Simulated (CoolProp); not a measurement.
A closed Brayton cycle with nitrogen: compressor inlet 309.15 K and 5.1 MPa, high pressure 9.18 MPa, turbine inlet 840 K, compressor efficiency 0.8, turbine efficiency 0.93, recuperator effectiveness 0 (on enthalpy, no pinch check). Each further row changes one setting.

Model: reference Helmholtz-energy equation of state, Span 2000, in CoolProp.

```csv
case,thermal efficiency (%),net work (kJ/kg),compressor to turbine work,compressor exit (K),turbine exit (K)
as stated,___,55.2,0.57,380.4,726.9
turbine inlet 790 K,___,47.5,0.61,380.4,682.5
compressor inlet 319.15 K,10.6,52.6,___,392.7,726.9
high pressure 7.8 MPa,8.1,43.2,0.55,359.4,756.7
recuperator effectiveness 0.5,17.1,55.2,0.57,380.4,726.9
```

Problem. Fill in the missing entries.

Solution. 
- as stated, thermal efficiency (%): 10.8
- turbine inlet 790 K, thermal efficiency (%): 10.5
- compressor inlet 319.15 K, compressor to turbine work: 0.59
